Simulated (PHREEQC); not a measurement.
Consider water at 25 °C with 0.0058 mol/kgw ZnSO4 and 0.26 mol/kgw H3BO3. Closed to the air; pH follows from the charge balance.

The numbers come from PHREEQC with the ion-association model, phreeqc.dat.

Precipitation was switched off in this run.

**Question.** Estimate the pH.

**Answer.** pH 4.95.

**Question.** In which forms is Zn present?

**Answer.** Zn+2 73 %, ZnSO4 26 %, Zn(SO4)2-2 0.9 % of the Zn.
